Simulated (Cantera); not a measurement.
Input (Python, Cantera):

```python
import numpy as np
import cantera as ct

gas = ct.Solution("gri30.yaml")


def delay(T, t_max=10):
    gas.TPX = T, 100000, {'CH4': 1, 'C2H6': 0.083, 'O2': 1.43, 'N2': 5.38}
    reactor = ct.IdealGasConstPressureReactor(gas, clone=False)
    net = ct.ReactorNet([reactor])
    net.rtol, net.atol = 1e-8, 1e-16
    while net.time < t_max:
        t_old, T_old = net.time, reactor.T
        net.step()
        if reactor.T > T + 400:  # ignition: a rise of 400 K
            return t_old + (T + 400 - T_old) / (reactor.T - T_old) * (net.time - t_old)
    return np.nan


taus = []
for T in [1100, 1175, 1250, 1325, 1400, 1475, 1550]:
    taus.append(delay(T))
    print(f"T0 = {T:6g} K   tau = {taus[-1]:.4e} s")
```

Output:

```
T0 =   1100 K   tau = 2.9282e-02 s
T0 =   1175 K   tau = 1.1804e-02 s
T0 =   1250 K   tau = 5.0779e-03 s
T0 =   1325 K   tau = 2.2431e-03 s
T0 =   1400 K   tau = 1.0129e-03 s
T0 =   1475 K   tau = 4.7510e-04 s
T0 =   1550 K   tau = 2.3688e-04 s
```

Model: GRI-Mech 3.0 (53 species, 325 reactions), integrated in Cantera.
